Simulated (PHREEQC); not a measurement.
Dissolve 0.00021 mol/kgw Ca(HCO3)2 and 0.0022 mol/kgw Na2HPO4 at 25 °C. Closed to the air; pH follows from the charge balance.

The numbers come from PHREEQC with the ion-association model, wateq4f.dat.

Task: The ionic strength comes out as 0.00671 mol/kgw. What activity coefficients do CO3-2, Na+, HPO4-2, NaHPO4-, OH- get?

Result: CO3-2 0.71, Na+ 0.92, HPO4-2 0.71, NaHPO4- 0.92, OH- 0.92.

Precipitation was switched off in this run. Examples of supersaturated solids here: Hydroxyapatite. Others may be too. Complexes and solids missing from the database can't appear. H3PO4, which wateq4f.dat lacks, is added to it with the constant of phreeqc.dat.
